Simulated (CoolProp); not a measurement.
The fluid at 298.15 K and 0.34 MPa (gas) is heated at constant pressure to 483.8 K. The same conditions are run with several fluids, on thermodynamics alone (safety and materials aside).

Model: reference Helmholtz-energy equation of state of each fluid (oxygen: Schmidt 1985; methane: Setzmann 1991; hydrogen sulfide: Lemmon 2006; propylene: Lemmon 2013), in CoolProp.

```json
[
 {"fluid": "oxygen", "heat (kJ/kg)": "175", "final density (kg/m³)": "2.70"},
 {"fluid": "methane", "heat (kJ/kg)": "468", "final density (kg/m³)": "1.36"},
 {"fluid": "hydrogen sulfide", "heat (kJ/kg)": "197", "final density (kg/m³)": "2.90"},
 {"fluid": "propylene", "heat (kJ/kg)": "354", "final density (kg/m³)": "3.59"}
]
```

Above 300 K oxygen's equation is extrapolated.
